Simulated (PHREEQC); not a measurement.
Consider water at 25 °C with 0.17 mol/kgw LiOH. Closed to the air; pH follows from the charge balance.

The numbers come from PHREEQC with the Pitzer model, pitzer.dat.

The pH comes out as 13.06. The ionic strength comes out as 0.170 mol/kgw. The activity of water is 0.994, the specific conductance comes out as 32200 µS/cm and the density comes out as 1.002 g/cm³. The osmotic coefficient is 0.905 and the total alkalinity comes out as 170 meq/kg.

| species | molality | activity | log γ |
|---|---|---|---|
| OH- | 0.170 | 0.116 | -0.164 |
| Li+ | 0.170 | 0.126 | -0.132 |

Precipitation was switched off in this run.
